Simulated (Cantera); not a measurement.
An adiabatic, constant-volume homogeneous reactor starts with H2 : O2 : N2 = 1 : 0.357 : 1.34 (molar parts), at 1750 K and 1.10 bar.

Detailed kinetics in Cantera: GRI-Mech 3.0 (53 species, 325 reactions). Above 3000 K some thermodynamic fits are extrapolated.

x: mole fraction; the columns are a selection and need not sum to one.

| t (s) | T (K) | P (bar) | x H2 | x O2 | x NO2 | x HO2 | x NO |
|---|---|---|---|---|---|---|---|
| 2.00e-6 | 1750 | 1.10 | 0.371 | 0.132 | <1e-12 | 8.95e-6 | 1.22e-12 |
| 7.43e-6 | 2007 | 1.25 | 0.109 | 0.0184 | 2.94e-10 | 1.05e-5 | 5.74e-6 |
| 2.76e-5 | ? | 1.62 | 0.124 | ? | ? | ? | ? |
| 0.000102 | 3070 | 1.78 | 0.128 | 0.00599 | 2.95e-7 | 5.85e-6 | 0.00239 |
| 0.000381 | 3064 | 1.78 | 0.130 | 0.00546 | 7.55e-7 | 5.38e-6 | 0.00636 |
| 0.00141 | 3063 | 1.77 | 0.130 | 0.00540 | 8.07e-7 | 5.32e-6 | 0.00683 |
| 0.00525 | 3063 | 1.77 | 0.130 | 0.00540 | 8.07e-7 | 5.32e-6 | 0.00683 |
| 0.0195 | 3063 | 1.77 | 0.130 | 0.00540 | 8.07e-7 | 5.32e-6 | 0.00683 |
| 0.0725 | 3063 | 1.77 | 0.130 | 0.00540 | 8.07e-7 | 5.32e-6 | 0.00683 |
| 0.269 | 3063 | 1.77 | 0.130 | 0.00540 | 8.07e-7 | 5.32e-6 | 0.00683 |
| 1.00 | 3063 | 1.77 | 0.130 | 0.00540 | 8.07e-7 | 5.32e-6 | 0.00683 |

**Question.** What belongs in the gaps?

**Answer.** 
- 2.76e-5, T (K): 2736
- 2.76e-5, x O2: 0.00973
- 2.76e-5, x NO2: 1.35e-8
- 2.76e-5, x HO2: 5.35e-6
- 2.76e-5, x NO: 0.000178
